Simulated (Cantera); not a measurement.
An isothermal, constant-pressure homogeneous reactor starts with 0.763 % C₂H₆, 99.2 % N₂, at 1773 K and 2.55 Torr.

Computed with Cantera and GRI-Mech 3.0 (53 species, 325 reactions). GRI-Mech 3.0 stops at C3 and has no aromatics, soot or wall deposition, so with more carbon than oxygen in the feed, carbon stays in small species such as C2H2 where larger ones or solid carbon would form. Radical loss at walls, strong at low pressure, is not modelled.

Predict: x(CH₃) at 1.00 s; x(CH₂) at 1.00 s; x(H₂) at 1.00 s; x(C₂H) at 1.00 s; x(HCN) at 1.00 s.


```
Property                                             Value
----------------  ----------------------------------------
x(CH₃) at 1.00 s   3.24e-5 (gas-phase equilibrium 8.22e-9)
x(CH₂) at 1.00 s  5.11e-7 (gas-phase equilibrium 3.66e-10)
x(H₂) at 1.00 s      0.0147 (gas-phase equilibrium 0.0147)
x(C₂H) at 1.00 s   8.78e-7 (gas-phase equilibrium 1.72e-7)
x(HCN) at 1.00 s   0.000109 (gas-phase equilibrium 0.0139)
```
